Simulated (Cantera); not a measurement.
A perfectly stirred reactor is fed with H2 : O2 : N2 = 1 : 1.22 : 4.59 (molar parts), at 101000 Pa; it is adiabatic with a 473 K inlet, and is followed from long to short residence time, starting on the burning branch (τ in s: 0.27, 0.1, 0.041, 0.016, 0.0063, 0.0025, 0.00097, 0.00038, 0.00015, 5.8e-05, 2.3e-05, 9e-06).

Cantera simulation using the H2/O2 subset of GRI-Mech 3.0, which has no nitrogen chemistry; the numbers are that mechanism's predictions, not measurements.

Task: Predict: blow-out, bracketed by the residence times tried; x(H2) at τ = 0.270 s; x(O2) at τ = 0.270 s; x(HO2) at τ = 0.270 s; x(H2O2) at τ = 0.270 s; x(H) at τ = 0.270 s; x(H2) at τ = 0.970 ms; x(O2) at τ = 0.970 ms; x(HO2) at τ = 0.970 ms; x(H2O2) at τ = 0.970 ms; x(H) at τ = 0.970 ms.

Result: 
```
Property                                                                       Value
------------------------------------------------  ----------------------------------
blow-out, bracketed by the residence times tried  burning at 58.0 µs, out at 23.0 µs
x(H2) at τ = 0.270 s                                                         6.39e-5
x(O2) at τ = 0.270 s                                                           0.114
x(HO2) at τ = 0.270 s                                                        1.55e-6
x(H2O2) at τ = 0.270 s                                                       1.15e-7
x(H) at τ = 0.270 s                                                          4.27e-6
x(H2) at τ = 0.970 ms                                                        0.00256
x(O2) at τ = 0.970 ms                                                          0.113
x(HO2) at τ = 0.970 ms                                                       3.31e-5
x(H2O2) at τ = 0.970 ms                                                      1.33e-6
x(H) at τ = 0.970 ms                                                         0.00110
```
